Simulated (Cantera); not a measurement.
Low-pressure radical oxidation in H2/O2

An isothermal, constant-pressure homogeneous reactor starts with 0.843 % H2, 99.2 % O2, equivalence ratio 0.0043, at 1123 K and 0.0326 atm.

Model: the H2/O2 subset of GRI-Mech 3.0, which has no nitrogen chemistry, integrated in Cantera. Radical loss at walls, strong at low pressure, is not modelled.

| t (s) | x H2 | x O2 | x H2O | x H | x OH | x H2O2 |
|---|---|---|---|---|---|---|
| 0.000500 | 0.00843 | 0.992 | 3.45e-9 | 6.38e-10 | 3.31e-9 | <1e-12 |
| 0.00205 | 0.00843 | 0.992 | 9.58e-7 | 9.33e-8 | 5.48e-7 | 1.00e-11 |
| 0.00841 | 9.50e-5 | 0.985 | 0.00786 | 0.000351 | 0.000605 | 6.71e-8 |
| 0.0345 | 1.34e-5 | 0.989 | 0.00825 | 7.68e-5 | 0.000309 | 3.82e-8 |
| 0.141 | 2.16e-6 | 0.991 | 0.00839 | 5.17e-6 | 0.000126 | 2.74e-8 |
| 0.580 | 1.89e-7 | 0.991 | 0.00844 | 1.46e-7 | 3.86e-5 | 9.91e-9 |
| 2.38 | 1.75e-8 | 0.992 | 0.00846 | 4.46e-9 | 1.21e-5 | 1.84e-9 |
| 9.75 | 2.28e-9 | 0.992 | 0.00846 | 2.23e-10 | 4.46e-6 | 3.12e-10 |
| 40.0 | 4.11e-10 | 0.992 | 0.00846 | 1.77e-11 | 1.92e-6 | 6.24e-11 |
x: mole fraction; the columns are a selection and need not sum to one.

Equilibrium at this temperature and pressure: H2 1.08e-10, O2 0.992, H2O 0.00846, H 2.46e-12, OH 9.88e-7, H2O2 1.76e-11 (gas phase only).
